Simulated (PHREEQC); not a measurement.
Dissolve 0.95 mol/kgw Na2CO3 and 0.0012 mol/kgw H4SiO4 at 25 °C. Closed to the air; pH follows from the charge balance.

The numbers come from PHREEQC with the Pitzer model, pitzer.dat.

The pH is 11.64 and the ionic strength is 2.84 mol/kgw. The activity of water is 0.965, the density comes out as 1.092 g/cm³ and the osmotic coefficient is 0.683. The total alkalinity is 1900 meq/kg.

| species | molality | activity | log γ |
|---|---|---|---|
| Na+ | 1.90 | 0.874 | -0.337 |
| CO3-2 | 0.942 | 0.0582 | -1.209 |
| HCO3- | 0.00766 | 0.00288 | -0.424 |
| OH- | 0.00608 | 0.00431 | -0.149 |
| H3SiO4- | 0.000815 | 0.000303 | -0.430 |
| H2SiO4-2 | 0.000381 | 9.09e-6 | -1.623 |
| H4SiO4 | 3.76e-6 | 4.66e-6 | 0.093 |
| CO2 | 1.08e-8 | 1.49e-8 | 0.140 |

Precipitation was switched off in this run. Species that the database lacks are ignored. In brines, pH and single-ion activities rest on the MacInnes convention.
